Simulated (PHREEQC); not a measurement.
Acid rinse or clean: speciation

A solution holds 25 mmol/kgw HF, 0.22 mmol/kgw NaCl and 14 mmol/kgw KCl, at 25 °C. Closed to the air; pH follows from the charge balance.

Equilibrium calculation in PHREEQC: ion-association model, phreeqc.dat.

Each row changes one thing in this solution. Precipitation was switched off in this run.

```json
[
 {"case": "as made", "pH": "2.41", "ionic strength (mol/kgw)": "0.0186", "HF (mol/kgw)": "0.0203", "F- (mol/kgw)": "0.00403", "HF2- (mol/kgw)": "0.000315", "SI of Sylvite (KCl)": "-4.72"},
 {"case": "0.005 mol/kgw TMAH added", "pH": "2.70", "ionic strength (mol/kgw)": "0.0215", "HF (mol/kgw)": "0.0173", "F- (mol/kgw)": "0.00678", "HF2- (mol/kgw)": "0.000451", "SI of Sylvite (KCl)": "-4.73"},
 {"case": "diluted 10-fold with water", "pH": "3.00", "ionic strength (mol/kgw)": "0.00246", "HF (mol/kgw)": "0.00145", "F- (mol/kgw)": "0.00103", "HF2- (mol/kgw)": "(withheld)", "SI of Sylvite (KCl)": "(withheld)"},
 {"case": "KCl replaced by KHSO4 at the same molality", "pH": "(withheld)", "ionic strength (mol/kgw)": "(withheld)", "HF (mol/kgw)": "0.0228", "F- (mol/kgw)": "0.00189", "HF2- (mol/kgw)": "0.000165", "SI of Sylvite (KCl)": "-6.58"},
 {"case": "0.00097 mol/kgw (NH4)2SiF6 added", "pH": "2.41", "ionic strength (mol/kgw)": "0.0215", "HF (mol/kgw)": "0.0203", "F- (mol/kgw)": "0.00406", "HF2- (mol/kgw)": "(withheld)", "SI of Sylvite (KCl)": "-4.73"},
 {"case": "NaCl left out", "pH": "2.41", "ionic strength (mol/kgw)": "0.0183", "HF (mol/kgw)": "0.0203", "F- (mol/kgw)": "0.00403", "HF2- (mol/kgw)": "0.000315", "SI of Sylvite (KCl)": "-4.73"}
]
```

**Question.** Complete the blanks.

**Answer.** 
- diluted 10-fold with water, HF2- (mol/kgw): 5.77e-6
- diluted 10-fold with water, SI of Sylvite (KCl): -6.65
- KCl replaced by KHSO4 at the same molality, pH: 2.02
- KCl replaced by KHSO4 at the same molality, ionic strength (mol/kgw): 0.0335
- 0.00097 mol/kgw (NH4)2SiF6 added, HF2- (mol/kgw): 0.000316

Complexes and solids missing from the database can't appear. SiF6-2 is the database's only silicon fluoride.
